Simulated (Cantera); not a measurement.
Input (Python, Cantera) and output of one run.

```python
import numpy as np
import cantera as ct

gas_names = [...]  # 87 gases of nasa_gas.yaml made of C, H, Si
cond_names = """
    C(gr) C6H6(L) C7H8(L) C8H18(L),n-octa Si(cr) Si(L) SiC(b)
""".split()


# ... load() reads the species with a 1 bar reference pressure and builds the phases ...
atoms = {
    'SiH4': {'Si': 1, 'H': 4},
    'C2H4': {'C': 2, 'H': 4},
    'H2': {'H': 2},
}
top_T = {'C(gr)': 4500, 'SiC(b)': 3050}  # K; cautious upper limits of use, not melting points


# ... equilibrate(T, P, feed) seeds the gas with the atoms and calls Mixture.equilibrate('TP', solver="vcs", rtol=1e-11, max_steps=5000) ...
results = []
feed = {'SiH4': 1, 'C2H4': 0.048, 'H2': 1500}  # mol
P = 100000  # Pa
for T in [1175, 1225, 1275, 1325, 1375, 1425, 1475, 1525, 1575, 1625, 1675, 1725, 1775]:
    mix = equilibrate(T, P, feed)
    results.append((T, P, feed, dict(zip(mix.species_names, mix.species_moles))))

top = {s: max(r[3][s] / sum(r[3][g] for g in gas_names) for r in results) for s in gas_names}
cols = sorted((s for s in top if top[s] > 1e-06), key=lambda s: -top[s])[:5]
seen = [c for c in cond_names if any(r[3].get(c, 0) > 1e-12 for r in results)]
print("log10 of partial pressures in bar; condensed amounts in mol")
print(f"{'T/K':>10s}" + "".join(f"{s[:9]:>10s}" for s in cols + seen))
for T, P, feed, n in results:
    ng = sum(n[g] for g in gas_names)
    print(f"{T:10.4g}" + "".join(f"{np.log10(max(n[s] / ng * P / 1e5, 1e-99)):10.3f}" for s in cols)
          + "".join(f"{n.get(c, 0):10.4g}" for c in seen))
```

Result:

```
log10 of partial pressures in bar; condensed amounts in mol
       T/K        H2         H       CH4      SiH2       SiH    Si(cr)     Si(L)    SiC(b)
      1175    -0.000    -6.912    -4.559    -8.149   -11.024    0.9445         0   0.05451
      1225    -0.000    -6.506    -4.590    -7.710   -10.353    0.9415         0    0.0574
      1275    -0.000    -6.132    -4.619    -7.307    -9.735    0.9389         0   0.05991
      1325    -0.000    -5.786    -4.646    -6.934    -9.165    0.9365         0    0.0621
      1375    -0.000    -5.465    -4.672    -6.588    -8.636    0.9343         0   0.06401
      1425    -0.000    -5.166    -4.695    -6.266    -8.145    0.9321         0    0.0657
      1475    -0.000    -4.887    -4.717    -5.967    -7.688    0.9296         0   0.06718
      1525    -0.000    -4.626    -4.738    -5.687    -7.262    0.9267         0    0.0685
      1575    -0.000    -4.381    -4.757    -5.425    -6.863    0.9227         0   0.06966
      1625    -0.000    -4.152    -4.774    -5.180    -6.489    0.9168         0   0.07069
      1675    -0.000    -3.935    -4.791    -4.949    -6.137    0.9078         0   0.07158
      1725    -0.000    -3.731    -4.775    -4.764    -5.838         0    0.8978   0.07057
      1775    -0.000    -3.539    -4.746    -4.602    -5.570         0    0.8844   0.06865
```

Equilibrium computed with Cantera from the NASA thermochemical tables; the gas is ideal and each condensed phase is pure. Mutual solubility and eutectic melting of coexisting phases are not modelled. Gases not in the tables: Si2H6 and higher silanes.
